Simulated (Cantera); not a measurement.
Hydrocarbon pyrolysis for carbon deposition

An isothermal, constant-pressure homogeneous reactor starts with 0.662 % C2H6, 99.3 % N2, at 1350 K and 0.132 atm.

Computed with Cantera and GRI-Mech 3.0 (53 species, 325 reactions). GRI-Mech 3.0 stops at C3 and has no aromatics, soot or wall deposition, so with more carbon than oxygen in the feed, carbon stays in small species such as C2H2 where larger ones or solid carbon would form.

| t (s) | x C2H6 | x CH2 | x C2H | x H | x H2 | x CH4 |
|---|---|---|---|---|---|---|
| 0.000300 | 0.00659 | 6.38e-9 | <1e-12 | 1.14e-6 | 5.45e-6 | 2.26e-6 |
| 0.000823 | 0.00644 | 7.11e-8 | 1.76e-12 | 6.43e-6 | 9.83e-5 | 1.58e-5 |
| 0.00226 | 0.00565 | 1.92e-7 | 1.19e-10 | 1.26e-5 | 0.000761 | 9.42e-5 |
| 0.00620 | 0.00357 | 1.99e-7 | 6.58e-10 | 1.59e-5 | 0.00272 | 0.000373 |
| 0.0170 | 0.000817 | 1.09e-7 | 2.39e-9 | 1.82e-5 | 0.00600 | 0.000885 |
| 0.0468 | 4.54e-5 | 1.17e-8 | 1.97e-9 | 8.22e-6 | 0.00848 | 0.00107 |
| 0.128 | 3.21e-6 | 1.01e-9 | 7.63e-10 | 2.63e-6 | 0.00965 | 0.00108 |
| 0.352 | 3.96e-7 | 1.34e-10 | 3.21e-10 | 1.02e-6 | 0.0104 | 0.00108 |
| 0.967 | 1.22e-7 | 4.45e-11 | 2.05e-10 | 6.13e-7 | 0.0109 | 0.00108 |
| 2.65 | 9.95e-8 | 3.85e-11 | 2.05e-10 | 5.92e-7 | 0.0113 | 0.00108 |
| 7.29 | 9.70e-8 | 3.82e-11 | 2.09e-10 | 5.97e-7 | 0.0115 | 0.00107 |
| 20.0 | 9.35e-8 | 3.76e-11 | 2.09e-10 | 6.00e-7 | 0.0115 | 0.00105 |
x: mole fraction; the columns are a selection and need not sum to one.

Equilibrium at this temperature and pressure: C2H6 1.04e-10, CH2 1.22e-12, C2H 2.88e-11, H 7.50e-7, H2 0.0130, CH4 2.78e-5 (gas phase only).
